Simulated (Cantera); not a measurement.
What does this Cantera script print?

```python
import numpy as np
import cantera as ct

gas = ct.Solution("gri30.yaml")
gas.TPX = 1948, 101325, {'C2H6': 1, 'H2': 1.1, 'N2': 0.0085}
reactor = ct.IdealGasConstPressureReactor(gas, energy="off", clone=False)
net = ct.ReactorNet([reactor])
net.rtol, net.atol = 1e-08, 1e-18
show = ['C2H6', 'H2', 'H', 'C2H2', 'CH4', 'C2H4', 'CH3']
times = np.geomspace(6e-05, 10, 11)

steps = ct.SolutionArray(gas, extra=["t"])
rows = []
print(f"{'t/s':>10s}{'T/K':>9s}{'P/Pa':>11s}" + "".join(f"{s:>11s}" for s in show))
for t in times:
    while net.time < t:
        t_next = net.step()
        steps.append(gas.state, t=t_next)
    rows.append([np.interp(t, steps.t, y) for y in (steps.T, steps.P, *steps(*show).X.T)])
    print(f"{t:10.3e}{rows[-1][0]:9.1f}{rows[-1][1]:11.4g}" + "".join(f"{x:11.3e}" for x in rows[-1][2:]))
rate = np.gradient(steps.T, steps.t)
print("integrator steps:", len(steps.t))
if steps.T.max() > steps.T[0] + 200:
    print(f"time of steepest temperature rise: {steps.t[rate.argmax()]:.4e} s")
gas.TPX = 1948, 101325, {'C2H6': 1, 'H2': 1.1, 'N2': 0.0085}
gas.equilibrate("TP")
print(f"equilibrium (TP): T = {gas.T:.1f} K  " + "  ".join(f"{s} {gas[s].X[0]:.3e}" for s in show))
```

It prints:

```
       t/s      T/K       P/Pa       C2H6         H2          H       C2H2        CH4       C2H4        CH3
 6.000e-05   1948.0  1.013e+05  4.314e-04  5.836e-01  6.636e-04  1.645e-01  2.150e-01  2.835e-02  4.698e-03
 1.997e-04   1948.0  1.013e+05  2.979e-04  6.198e-01  7.337e-04  1.924e-01  1.744e-01  5.825e-03  3.996e-03
 6.645e-04   1948.0  1.013e+05  1.236e-04  6.692e-01  8.101e-04  2.117e-01  1.103e-01  2.917e-03  2.609e-03
 2.212e-03   1948.0  1.013e+05  2.641e-05  7.156e-01  8.975e-04  2.287e-01  4.948e-02  1.826e-03  1.223e-03
 7.360e-03   1948.0  1.013e+05  3.778e-06  7.398e-01  9.553e-04  2.373e-01  1.775e-02  1.645e-03  4.537e-04
 2.449e-02   1948.0  1.013e+05  9.655e-07  7.473e-01  9.758e-04  2.399e-01  7.819e-03  1.642e-03  2.024e-04
 8.152e-02   1948.0  1.013e+05  7.890e-07  7.481e-01  9.781e-04  2.402e-01  6.738e-03  1.644e-03  1.747e-04
 2.713e-01   1948.0  1.013e+05  7.887e-07  7.481e-01  9.781e-04  2.402e-01  6.735e-03  1.644e-03  1.746e-04
 9.029e-01   1948.0  1.013e+05  7.887e-07  7.481e-01  9.781e-04  2.402e-01  6.735e-03  1.644e-03  1.746e-04
 3.005e+00   1948.0  1.013e+05  7.887e-07  7.481e-01  9.781e-04  2.402e-01  6.735e-03  1.644e-03  1.746e-04
 1.000e+01   1948.0  1.013e+05  7.887e-07  7.481e-01  9.781e-04  2.402e-01  6.735e-03  1.644e-03  1.746e-04
integrator steps: 1437
equilibrium (TP): T = 1948.0 K  C2H6 7.824e-07  H2 7.482e-01  H 9.781e-04  C2H2 2.383e-01  CH4 6.709e-03  C2H4 1.631e-03  CH3 1.739e-04
```

Model: GRI-Mech 3.0 (53 species, 325 reactions), integrated in Cantera. GRI-Mech 3.0 stops at C3 and has no aromatics, soot or wall deposition, so with more carbon than oxygen in the feed, carbon stays in small species such as C2H2 where larger ones or solid carbon would form.
